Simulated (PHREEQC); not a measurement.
Solution (25 °C): 0.29 mol/kgw CuCl2 and 0.084 mol/kgw FeCl3. Closed to the air; pH follows from the charge balance.

Equilibrium calculation in PHREEQC: ion-association model, phreeqc.dat.

Precipitation was switched off in this run.

**Question.** Order these Cu species by the share of Cu that they hold, largest first: CuCl2, Cu+2, CuCl+.

**Answer.** Cu+2 (71 %), CuCl+ (26 %), CuCl2 (2.7 %)

The pH is 2.29 and the ionic strength 0.940 mol/kgw. Saturation is exceeded, for instance for Hematite (slow to form), Goethite (slow to form); the values hold only as long as no solid forms. Caution: at this ionic strength the ion-association model is outside its range; a Pitzer model would be the better tool where its parameters exist. Complexes and solids missing from the database can't appear.
